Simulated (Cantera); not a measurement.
A perfectly stirred reactor is fed with 4.09 % CH₄, 0.131 % C₂H₆, 20.1 % O₂, 75.7 % N₂, equivalence ratio 0.43, at 9.87 atm; it is adiabatic with a 375 K inlet, and is followed from long to short residence time, starting on the burning branch (τ in s: 0.29, 0.13, 0.056, 0.025, 0.011, 0.0048, 0.0021, 0.00092, 0.00041, 0.00018, 7.9e-05).

Detailed kinetics in Cantera: GRI-Mech 3.0 (53 species, 325 reactions).

x: mole fraction; the columns are a selection and need not sum to one.

```json
[
 {"τ (s)": "0.29", "T (K)": "1400", "x CH₄": "4.27e-5", "x C₂H₆": "4.06e-7", "x O₂": "0.115", "x CH₂": "3.78e-10", "x CO": "0.000325"},
 {"τ (s)": "0.13", "T (K)": "1396", "x CH₄": "[?]", "x C₂H₆": "[?]", "x O₂": "0.115", "x CH₂": "7.06e-10", "x CO": "[?]"},
 {"τ (s)": "0.056", "T (K)": "1387", "x CH₄": "0.000186", "x C₂H₆": "2.46e-6", "x O₂": "0.116", "x CH₂": "1.25e-9", "x CO": "0.00151"},
 {"τ (s)": "0.025", "T (K)": "1366", "x CH₄": "0.000422", "x C₂H₆": "6.32e-6", "x O₂": "0.117", "x CH₂": "1.87e-9", "x CO": "0.00333"},
 {"τ (s)": "0.011", "T (K)": "375", "x CH₄": "0.0409", "x C₂H₆": "0.00131", "x O₂": "0.201", "x CH₂": "<1e-12", "x CO": "<1e-12"},
 {"τ (s)": "0.0048", "T (K)": "375", "x CH₄": "0.0409", "x C₂H₆": "0.00131", "x O₂": "0.201", "x CH₂": "<1e-12", "x CO": "<1e-12"},
 {"τ (s)": "0.0021", "T (K)": "375", "x CH₄": "0.0409", "x C₂H₆": "0.00131", "x O₂": "0.201", "x CH₂": "<1e-12", "x CO": "<1e-12"},
 {"τ (s)": "0.00092", "T (K)": "375", "x CH₄": "0.0409", "x C₂H₆": "0.00131", "x O₂": "0.201", "x CH₂": "<1e-12", "x CO": "<1e-12"},
 {"τ (s)": "0.00041", "T (K)": "375", "x CH₄": "0.0409", "x C₂H₆": "0.00131", "x O₂": "0.201", "x CH₂": "<1e-12", "x CO": "<1e-12"},
 {"τ (s)": "0.00018", "T (K)": "375", "x CH₄": "0.0409", "x C₂H₆": "0.00131", "x O₂": "0.201", "x CH₂": "<1e-12", "x CO": "<1e-12"},
 {"τ (s)": "7.9e-5", "T (K)": "375", "x CH₄": "0.0409", "x C₂H₆": "0.00131", "x O₂": "0.201", "x CH₂": "<1e-12", "x CO": "<1e-12"}
]
```

Task: Complete the blanks.

Result: 
- 0.13, x CH₄: 8.70e-5
- 0.13, x C₂H₆: 9.81e-7
- 0.13, x CO: 0.000690
